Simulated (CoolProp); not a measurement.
Vapour-liquid equilibrium of octamethyltrisiloxane (MDM) (1) + octamethylcyclotetrasiloxane (D4) (2) at 459.3 K; x and y are mole fractions of (1).

Computed with CoolProp (multi-fluid Helmholtz-energy mixture model, Thol 2017 and Thol 2015; pair parameters Bell 2016).

```tsv
x	bubble pressure (bar)	y at the bubble point	dew pressure at overall composition x (bar)	liquid density (mol/L)
0.05	1.362	0.082	1.341	2.536
0.2	1.509	0.292	1.442	2.556
0.35	1.649	0.464	1.554	2.576
0.5	1.786	0.613	1.680	2.597
0.65	1.924	0.745	1.823	2.617
0.8	2.065	0.863	1.987	2.638
0.95	2.211	0.968	2.184	2.658
```

No azeotrope shows between x = 0.05 and 0.95.

The pair parameters rest on a limited set of measurements; away from them the model extrapolates.
